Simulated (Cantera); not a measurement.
A freely propagating, adiabatic, planar premixed flame of CH₄ : C₂H₆ : O₂ : N₂ = 1 : 1.5 : 7.4 : 27.8 (molar parts), unburnt at 373 K and 2.27 atm; mixture-averaged transport, grid criteria slope 0.08 and curve 0.16, no radiation.

Cantera simulation using GRI-Mech 3.0 (53 species, 325 reactions); the numbers are that mechanism's predictions, not measurements. Burning velocities carry a grid error of a few per cent, more on coarse grids.

Q: What does this change do: 2.7 parts H2O added?

A: 
```json
[
 {"quantity": "laminar burning velocity", "before": "46.8 cm/s", "after": "35.8 cm/s"},
 {"quantity": "thermal thickness", "before": "0.192 mm", "after": "0.240 mm"},
 {"quantity": "peak x(H₂)", "before": "0.0164", "after": "0.0149"},
 {"quantity": "peak x(HO₂)", "before": "0.000390", "after": "0.000365"},
 {"quantity": "peak x(CH₂CO)", "before": "0.000735", "after": "0.000690"}
]
```

Q: What does this change do: 0.38 parts H2 added?

A: 
| quantity | before | after |
|---|---|---|
| laminar burning velocity | 46.8 cm/s | 49.8 cm/s |
| thermal thickness | 0.192 mm | 0.185 mm |
| peak x(HO₂) | 0.000390 | 0.000382 |
| peak x(CH₂CO) | 0.000735 | 0.000711 |
